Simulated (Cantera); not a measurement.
Charge: 1 mol Si₃N₄, 0.0019 mol H₂O, 2.3 mol H₂, 0.083 mol O₂, held at 10.5 Torr.

Equilibrium computed with Cantera from the NASA thermochemical tables; the gas is ideal and each condensed phase is pure. Candidate condensed phases: H₂O, Si, SiO₂, Si₂N₂O, Si₃N₄; 35 gas species. Mutual solubility and eutectic melting of coexisting phases are not modelled. Gases not in the tables: Si₂H₆ and higher silanes. Equilibrium is a limit: real reactors are often held back by kinetics, nucleation or transport. All values below are at 1673 K.

Base state: H₂ 0.925, N₂ 0.0711, SiO 0.00265, H 0.000926, Si 2.98e-5, SiH₂ 1.02e-5 (mole fractions); condensed: Si(s) + Si₂N₂O(s) + Si₃N₄(s).

Q: What changes in the equilibrium state with this change: pressure from 10.5 Torr to 7.50 Torr?

A: 
```csv
species,before,after
H₂,0.925,0.896
N₂,0.0711,0.0995
SiO,0.00265,0.00371
Si,2.98e-5,4.18e-5
H,0.000926,0.00108
SiH₂,1.02e-5,9.87e-6
"Si(s), mol",0.178,0.295
"Si₂N₂O(s), mol",0.161,0.158
"Si₃N₄(s), mol",0.831,0.793
```
